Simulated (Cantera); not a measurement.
Gas mixture: 100 % NO, at 58000 Pa, frozen composition.

Cantera's kinetic-theory transport with the Lennard-Jones parameters of GRI-Mech 3.0, ideal gas; thermal conductivity in the mixture-averaged form. The composition is frozen, though it would react at the higher temperatures.

D: mixture-averaged diffusion coefficient of that species in the mixture.

| T (K) | ρ (kg/m³) | cp (J/kg/K) | μ (µPa s) | λ (mW/m/K) | Pr | D (cm²/s) NO | D (cm²/s) NH₃ | D (cm²/s) H₂ |
|---|---|---|---|---|---|---|---|---|
| 400 | 0.523 | 998.6 | ___ | 32.4 | 0.712 | 117 | 0.659 | 2.21 |
| 600 | 0.349 | 1041 | ___ | 45.1 | 0.706 | 238 | 1.38 | 4.36 |
| 800 | 0.262 | 1092 | ___ | 57.3 | 0.708 | 390 | 2.30 | 7.04 |
| 1000 | 0.209 | 1133 | ___ | 68.6 | 0.709 | 569 | 3.39 | 10.2 |
| 1200 | 0.174 | 1159 | ___ | 79.3 | 0.707 | 774 | 4.63 | 13.8 |
| 1400 | 0.150 | 1181 | ___ | 89.4 | 0.706 | 1000 | 6.01 | 17.8 |
| 1600 | 0.131 | 1199 | ___ | 99.0 | 0.706 | 1250 | 7.53 | 22.2 |

Task: Some entries are withheld; supply them.

Result: 
- 400, μ (µPa s): 23.1
- 600, μ (µPa s): 30.6
- 800, μ (µPa s): 37.1
- 1000, μ (µPa s): 42.9
- 1200, μ (µPa s): 48.4
- 1400, μ (µPa s): 53.4
- 1600, μ (µPa s): 58.3
